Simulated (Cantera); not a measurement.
A freely propagating, adiabatic, planar premixed flame of 11.1 % CH4, 1.01 % C2H6, 18.4 % O2, 69.1 % N2, 0.432 % H2O, equivalence ratio 1.4, unburnt at 625 K and 1.10 bar; mixture-averaged transport, grid criteria slope 0.08 and curve 0.16, no radiation.

Detailed kinetics in Cantera: GRI-Mech 3.0 (53 species, 325 reactions). Burning velocities carry a grid error of a few per cent, more on coarse grids.

Problem. Predict: laminar burning velocity; thermal thickness; peak x(CH2O); peak x(CH3); peak x(C2H2).

Solution. 
```
Item                         Result
------------------------  ---------
laminar burning velocity  84.8 cm/s
thermal thickness          0.412 mm
peak x(CH2O)                0.00137
peak x(CH3)                 0.00432
peak x(C2H2)                0.00201
```
